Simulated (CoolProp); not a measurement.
A simple Rankine cycle with neopentane: condensing at 295.15 K, boiler at 0.46 MPa, turbine inlet 335.1 K, turbine efficiency 0.85, pump efficiency 0.8, no recuperator. Each further row changes one setting.

Model: reference Helmholtz-energy equation of state, Lemmon 2006, in CoolProp. It is a short technical equation, of lower accuracy than the large ones.

```csv
case,thermal efficiency (%),net work (kJ/kg),heat in (kJ/kg),turbine exit temperature (K),volume ratio over the turbine
as stated,8.4,30.7,367,___,2.99
turbine inlet 355.1 K,8.2,___,407,332.9,2.96
condensing temperature 287.15 K,10.0,38.3,385,307.0,3.90
boiler pressure 0.322 MPa,5.8,21.4,372,320.4,2.06
turbine efficiency 0.75,7.4,27.0,367,___,3.02
```

Complete the blanks.


- as stated, turbine exit temperature (K): 312.2
- turbine inlet 355.1 K, net work (kJ/kg): 33.3
- turbine efficiency 0.75, turbine exit temperature (K): 314.2
